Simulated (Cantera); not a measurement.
An adiabatic, constant-volume homogeneous reactor starts with CH₄ : O₂ : N₂ = 1 : 6.25 : 23.5 (molar parts), at 1498 K and 0.330 bar. Integrator tolerance rtol = 1e-08.

Cantera simulation using GRI-Mech 3.0 (53 species, 325 reactions); the numbers are that mechanism's predictions, not measurements.

Question: What does this change do: pressure from 0.330 bar to 10.0 bar?

Answer: 
```tsv
quantity	before	after
time of steepest temperature rise	2.17 ms	0.128 ms
temperature at 0.500 s	2284 K	2324 K
equilibrium temperature	2283 K	2324 K
x(CH₄) at 0.500 s	<1e-12 (gas-phase equilibrium <1e-12)	<1e-12 (gas-phase equilibrium <1e-12)
x(O₂) at 0.500 s	0.130 (gas-phase equilibrium 0.130)	0.131 (gas-phase equilibrium 0.131)
x(CO₂) at 0.500 s	0.0311 (gas-phase equilibrium 0.0311)	0.0322 (gas-phase equilibrium 0.0322)
x(NO₂) at 0.500 s	7.38e-6 (gas-phase equilibrium 7.47e-6)	4.31e-5 (gas-phase equilibrium 4.31e-5)
x(N₂O) at 0.500 s	4.52e-7 (gas-phase equilibrium 4.53e-7)	2.74e-6 (gas-phase equilibrium 2.74e-6)
x(CH₂O) at 0.500 s	<1e-12 (gas-phase equilibrium <1e-12)	<1e-12 (gas-phase equilibrium <1e-12)
x(HO₂) at 0.500 s	3.57e-6 (gas-phase equilibrium 3.56e-6)	9.68e-6 (gas-phase equilibrium 9.68e-6)
```

Question: What does this change do: pressure from 0.330 bar to 1.01 bar?

Answer: 
```
quantity                                                            before                                    after
---------------------------------  ---------------------------------------  ---------------------------------------
time of steepest temperature rise                                  2.17 ms                                 0.824 ms
temperature at 0.500 s                                              2284 K                                   2301 K
equilibrium temperature                                             2283 K                                   2301 K
x(CH₄) at 0.500 s                    <1e-12 (gas-phase equilibrium <1e-12)    <1e-12 (gas-phase equilibrium <1e-12)
x(O₂) at 0.500 s                       0.130 (gas-phase equilibrium 0.130)      0.130 (gas-phase equilibrium 0.130)
x(CO₂) at 0.500 s                    0.0311 (gas-phase equilibrium 0.0311)    0.0316 (gas-phase equilibrium 0.0316)
x(NO₂) at 0.500 s                  7.38e-6 (gas-phase equilibrium 7.47e-6)  1.34e-5 (gas-phase equilibrium 1.34e-5)
x(N₂O) at 0.500 s                  4.52e-7 (gas-phase equilibrium 4.53e-7)  8.28e-7 (gas-phase equilibrium 8.28e-7)
x(CH₂O) at 0.500 s                   <1e-12 (gas-phase equilibrium <1e-12)    <1e-12 (gas-phase equilibrium <1e-12)
x(HO₂) at 0.500 s                  3.57e-6 (gas-phase equilibrium 3.56e-6)  5.04e-6 (gas-phase equilibrium 5.04e-6)
```
